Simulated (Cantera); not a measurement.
Charge: 1 mol CCl4, 0.61 mol CH4, held at 1.20 Pa.

Equilibrium computed with Cantera from the NASA thermochemical tables; the gas is ideal and each condensed phase is pure. Candidate condensed phases: C, C6H6, C7H8, C8H18; 91 gas species. Rates play no part. All values below are at 2148 K.

Base state: Cl 0.595, H 0.235, HCl 0.132, H2 0.0381, C2H2 (acetylene) 7.30e-5, C3 6.84e-5, C 4.93e-5, C2H 1.34e-5 (mole fractions); condensed: C(graphite).

Q: What changes in the equilibrium state with this change: CH4 from 0.61 to 0.023 mol?

A: 
```json
[
 {"species": "Cl", "before": "0.595", "after": "0.977"},
 {"species": "H", "before": "0.235", "after": "0.0117"},
 {"species": "HCl", "before": "0.132", "after": "0.0108"},
 {"species": "H2", "before": "0.0381", "after": "9.49e-5"},
 {"species": "C2H2 (acetylene)", "before": "7.30e-5", "after": "1.82e-7"},
 {"species": "C2H", "before": "1.34e-5", "after": "6.70e-7"},
 {"species": "C", "before": "4.93e-5", "after": "4.93e-5"},
 {"species": "C(graphite), mol", "before": "1.61", "after": "1.02"}
]
```

Q: What changes in the equilibrium state with this change: CCl4 replaced by CH3Cl?

A: 
| species | before | after |
|---|---|---|
| H | 0.235 | 0.572 |
| H2 | 0.0381 | 0.226 |
| Cl | 0.595 | 0.131 |
| HCl | 0.132 | 0.0706 |
| C2H2 (acetylene) | 7.30e-5 | 0.000433 |
| C2H | 1.34e-5 | 3.27e-5 |
| C | 4.93e-5 | 4.93e-5 |
| C3 | 6.84e-5 | 6.84e-5 |
| C(graphite), mol | 1.61 | 1.60 |
